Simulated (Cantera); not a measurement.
Input: 1 mol CuO, 0.56 mol CH4, 1.9 mol H2, equilibrated at 552 °C and 15.0 mbar.

Equilibrium computed with Cantera from the NASA thermochemical tables; the gas is ideal and each condensed phase is pure. Candidate condensed phases: C, C6H6, C7H8, C8H18, Cu, CuO, Cu(OH)2, Cu2O, H2O; 113 gas species. Rates play no part.

Base state: H2 0.761, CO 0.112, H2O 0.0818, CO2 0.0431, CH4 0.00156 (mole fractions); condensed: Cu(s).

What changes in the equilibrium state with this change: temperature from 552 °C to 650 °C?


```csv
species,before,after
H2,0.761,0.752
CO,0.112,0.125
H2O,0.0818,0.0918
CO2,0.0431,0.0312
CH4,0.00156,4.69e-5
"Cu(s), mol",1.00,1.00
```

What changes in the equilibrium state with this change: pressure from 15.0 mbar to 0.830 bar?


```csv
species,before,after
H2,0.761,0.553
H2O,0.0818,0.249
CH4,0.00156,0.133
CO,0.112,0.0249
CO2,0.0431,0.0400
"Cu(s), mol",1.00,1.00
```

What changes in the equilibrium state with this change: temperature from 552 °C to 775 °C?


```csv
species,before,after
H2,0.761,0.742
CO,0.112,0.135
H2O,0.0818,0.101
CO2,0.0431,0.0218
CH4,0.00156,1.34e-6
"Cu(s), mol",1.00,1.00
```
